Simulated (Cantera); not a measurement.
Feed: 1 mol TEOS, 0.64 mol H2O, 7.5 mol N2, equilibrated at 1225 K and 5.70e-5 bar.

Equilibrium computed with Cantera from the NASA thermochemical tables; the gas is ideal and each condensed phase is pure. Candidate condensed phases: C, C6H6, C7H8, C8H18, H2O, Si, SiC, SiO2, Si2N2O, Si3N4; 151 gas species. The feed counts by its element totals alone. N2 is the only nitrogen source here; it is nearly inert below about 1500 K, so the nitride shown seldom forms there in practice. Equilibrium is a limit: real reactors are often held back by kinetics, nucleation or transport.

Base state: H2 0.488, N2 0.321, CO 0.190, HCN 3.87e-5, H 2.89e-5, SiO 2.50e-5 (mole fractions); condensed: C(graphite) + Si2N2O(s).

Task: What changes in the equilibrium state with this change: temperature from 1225 K to 998.15 K?

Result: 
```json
[
 {"species": "H2", "before": "0.488", "after": "0.496"},
 {"species": "N2", "before": "0.321", "after": "0.334"},
 {"species": "CO", "before": "0.190", "after": "0.170"},
 {"species": "SiO", "before": "2.50e-5", "after": "1.99e-9"},
 {"species": "H", "before": "2.89e-5", "after": "2.01e-7"},
 {"species": "HCN", "before": "3.87e-5", "after": "2.05e-6"},
 {"species": "C(graphite), mol", "before": "3.86", "after": "4.34"},
 {"species": "Si2N2O(s), mol", "before": "0.500", "after": "0.339"},
 {"species": "SiO2(β-quartz), mol", "before": "0", "after": "0.322"}
]
```
